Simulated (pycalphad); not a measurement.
Effect of Fe content in Ti-Si-Fe

All values are pycalphad results on the COST 507 light-alloy database (1999) (1 atm), not direct measurements. The data set is of 1999 and partly superseded. Not assessed as a whole: an extrapolation from subsystems, which can miss ternary compounds. Amounts are mole fractions of atoms. Diffusion is slow at the low end, where real alloys seldom reach equilibrium.

Task: One of these alloys has its liquidus at 1914 K, its solidus at 1784 K, and holds hcp 0.92, bcc 0.05, SITI3 0.03 at 950 K. Which?
A. Ti-0.6246Si-0.0703Fe (wt.%)
B. Ti-0.6242Si-0.562Fe (wt.%)
C. Ti-0.6245Si-0.1406Fe (wt.%)

Result: B, Ti-0.6242Si-0.562Fe (wt.%). The others: Ti-0.6246Si-0.0703Fe (wt.%), liquidus 1921, solidus 1802; Ti-0.6245Si-0.1406Fe (wt.%), liquidus 1920, solidus 1799

Database names, with the compositions (at.%) that they take in these runs: SITI3: Ti 75 Si 25.
